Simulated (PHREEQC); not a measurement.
Synthetic water in mmol/kgw, 80 °C, pH 3.08, pe 12.9:

| constituent | mmol/kgw |
|---|---|
| Na | 64.8 |
| K | 2.84 |
| Ca | 6.39 |
| Mg | 5.69 |
| Cl | 29.3 |
| S(6) | 34.3 |
| Zn | 2.08 |

Valence states are taken as typed.

All values are PHREEQC results (ion-association model, phreeqc.dat), not measurements.

Each row changes one thing in this solution. Precipitation was switched off in this run.

```tsv
case	ionic strength (mol/kgw)	Na+ (mol/kgw)	SO4-2 (mol/kgw)	MgSO4 (mol/kgw)	HSO4- (mol/kgw)	NaSO4- (mol/kgw)	SI of Gypsum (CaSO4:2H2O)	SI of Halite (NaCl)
as made	0.107	0.0619	0.0211	0.00371	0.00303	0.00286	-0.28	-4.60
temperature from 80 to 10 °C at the same typed pH	0.119	0.0622	0.0255	0.00203	0.000704	0.00258	-0.25	-4.52
Na from 64.8 to 32.4 mmol/kgw	0.0911	0.0308	0.0217	0.00388	0.00326	0.00155	-0.25	-4.89
```

Species that the database lacks are ignored. Constants without temperature data keep their 25 °C values here.
